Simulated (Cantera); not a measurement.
An isothermal, constant-pressure homogeneous reactor starts with 1.28 % H₂, 98.7 % O₂, equivalence ratio 0.0065, at 1323 K and 7.20 Torr.

Computed with Cantera and the H2/O2 subset of GRI-Mech 3.0, which has no nitrogen chemistry. Radical loss at walls, strong at low pressure, is not modelled.

x: mole fraction; the columns are a selection and need not sum to one.

```
t (s)         x H₂   x O₂    x H₂O    x H₂O₂       x H
--------  --------  -----  -------  --------  --------
0.000400    0.0128  0.987  1.83e-8  1.07e-11   7.21e-9
0.00114     0.0128  0.987  3.40e-7  8.16e-11   4.80e-8
0.00325     0.0127  0.987  6.67e-5  5.94e-10   7.29e-6
0.00928   0.000125  0.975   0.0116       ___  0.000601
0.0265     6.37e-5  0.976   0.0118   1.26e-8  0.000512
0.0755     5.78e-5  0.977   0.0119   1.24e-8  0.000440
0.215      4.48e-5  0.979   0.0121   1.17e-8  0.000296
0.615      2.45e-5  0.983   0.0124       ___  0.000117
1.75       7.94e-6  0.986   0.0126       ___   2.13e-5
5.00       1.65e-6  0.987   0.0128       ___   2.00e-6
```

**Question.** What belongs in the gaps?

**Answer.** 
- 0.00928, x H₂O₂: 1.58e-8
- 0.615, x H₂O₂: 9.78e-9
- 1.75, x H₂O₂: 6.25e-9
- 5.00, x H₂O₂: 2.67e-9
